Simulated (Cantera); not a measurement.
## Adiabatic ignition

An adiabatic, constant-volume homogeneous reactor starts with 3.94 % CH4, 0.217 % CO, 8.00 % O2, 87.8 % N2, equivalence ratio 1.00, at 1300 K and 2.00 bar.

Cantera simulation using GRI-Mech 3.0 (53 species, 325 reactions); the numbers are that mechanism's predictions, not measurements.

| t (s) | T (K) | P (bar) | x CH4 | x CO | x O2 | x C2H4 | x CO2 | x H2O2 |
|---|---|---|---|---|---|---|---|---|
| 3.00e-6 | 1300 | 2.00 | 0.0394 | 0.00217 | 0.0800 | <1e-12 | 2.28e-10 | 9.01e-12 |
| 7.68e-6 | 1300 | 2.00 | 0.0394 | 0.00217 | 0.0800 | <1e-12 | 6.06e-10 | 5.60e-11 |
| 1.97e-5 | 1300 | 2.00 | 0.0394 | 0.00217 | 0.0800 | <1e-12 | 1.68e-9 | 3.21e-10 |
| 5.04e-5 | 1300 | 2.00 | 0.0394 | 0.00217 | 0.0800 | <1e-12 | 5.14e-9 | 1.54e-9 |
| 0.000129 | 1300 | 2.00 | 0.0394 | 0.00217 | 0.0800 | 2.03e-11 | 1.82e-8 | 5.42e-9 |
| 0.000330 | 1300 | 2.00 | 0.0394 | 0.00217 | 0.0800 | 5.87e-10 | 7.37e-8 | 1.30e-8 |
| 0.000845 | 1300 | 2.00 | 0.0394 | 0.00217 | 0.0800 | 2.17e-8 | 2.88e-7 | 1.76e-8 |
| 0.00216 | 1300 | 2.00 | 0.0393 | 0.00217 | 0.0799 | 4.17e-7 | 1.00e-6 | 2.23e-8 |
| 0.00554 | 1301 | 2.00 | 0.0391 | 0.00218 | 0.0798 | 3.69e-6 | 4.31e-6 | 5.98e-8 |
| 0.0142 | 1313 | 2.02 | 0.0374 | 0.00260 | 0.0787 | 8.66e-5 | 3.69e-5 | 4.20e-7 |
| 0.0363 | 2324 | 3.59 | <1e-12 | 0.00503 | 0.00268 | <1e-12 | 0.0364 | 3.48e-8 |
| 0.0931 | 2320 | 3.58 | <1e-12 | 0.00518 | 0.00238 | <1e-12 | 0.0362 | 3.25e-8 |
| 0.238 | 2319 | 3.58 | <1e-12 | 0.00521 | 0.00234 | <1e-12 | 0.0362 | 3.21e-8 |
| 0.610 | 2319 | 3.58 | <1e-12 | 0.00521 | 0.00234 | <1e-12 | 0.0362 | 3.21e-8 |
| 1.56 | 2319 | 3.58 | <1e-12 | 0.00521 | 0.00234 | <1e-12 | 0.0362 | 3.21e-8 |
| 4.00 | 2319 | 3.58 | <1e-12 | 0.00521 | 0.00234 | <1e-12 | 0.0362 | 3.21e-8 |
x: mole fraction; the columns are a selection and need not sum to one.

| Item | Result |
|---|---|
| time of steepest temperature rise | 19.6 ms |
| temperature at 4.00 s | 2319 K |
| equilibrium temperature | 2319 K |
| x(CH4) at 4.00 s | <1e-12 (gas-phase equilibrium <1e-12) |
| x(CO) at 4.00 s | 0.00521 (gas-phase equilibrium 0.00521) |
| x(O2) at 4.00 s | 0.00234 (gas-phase equilibrium 0.00234) |
